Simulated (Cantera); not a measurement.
Feed: 1 mol FeS, 27 mol H2, at 18.8 Torr.

These are equilibrium values from Cantera (NASA tables, ideal gas, pure condensed phases), not measurements of a reactor. Candidate condensed phases: Fe, FeS, FeS2, S; 8 gas species. Kinetics and transport are ignored.

### Question
What share of the Fe ends up in condensed phases as a function of T (K), at 1900, 1925, 1950, 1975, 2000, 2025, 2050, 2075, 2100, 2125, 2150?

### Answer
| T (K) | Fe condensed (%) | as |
|---|---|---|
| 1900 | 87.7 | Fe(l) |
| 1925 | 83.2 | Fe(l) |
| 1950 | 77.3 | Fe(l) |
| 1975 | 69.5 | Fe(l) |
| 2000 | 59.2 | Fe(l) |
| 2025 | 45.9 | Fe(l) |
| 2050 | 28.6 | Fe(l) |
| 2075 | 6.2 | Fe(l) |
| 2100 | 0.0 | - |
| 2125 | 0.0 | - |
| 2150 | 0.0 | - |
